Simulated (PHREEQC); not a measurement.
Make-up at 25 °C: 0.082 mol/kgw NiCl2, 0.02 mol/kgw KCl and 8.7e-05 mol/kgw HCl. Closed to the air; pH follows from the charge balance.

The numbers come from PHREEQC with the ion-association model, wateq4f.dat.

Each row changes one thing in this solution. Precipitation was switched off in this run.

```
case                                       pH  ionic strength (mol/kgw)  Cl- (mol/kgw)  Ni+2 (mol/kgw)  NiCl+ (mol/kgw)  NiCl2 (mol/kgw)
---------------------------------  ----------  ------------------------  -------------  --------------  ---------------  ---------------
as made                                  4.16                     0.241          0.170          0.0709          0.00855          0.00258
diluted 5-fold with water                4.83                    0.0518         0.0361          0.0157         0.000634       (withheld)
NiCl2 from 0.082 to 0.041 mol/kgw        4.15                     0.135         0.0979          0.0374          0.00305       (withheld)
temperature from 25 to 35 °C             4.16                     0.242          0.171          0.0711          0.00840          0.00251
diluted 2-fold with water          (withheld)                     0.126         0.0882          0.0377       (withheld)         0.000506
```

**Question.** Fill in the missing entries.

**Answer.** 
- diluted 5-fold with water, NiCl2 (mol/kgw): 5.45e-5
- NiCl2 from 0.082 to 0.041 mol/kgw, NiCl2 (mol/kgw): 0.000595
- diluted 2-fold with water, pH: 4.45
- diluted 2-fold with water, NiCl+ (mol/kgw): 0.00283

Complexes and solids missing from the database can't appear.
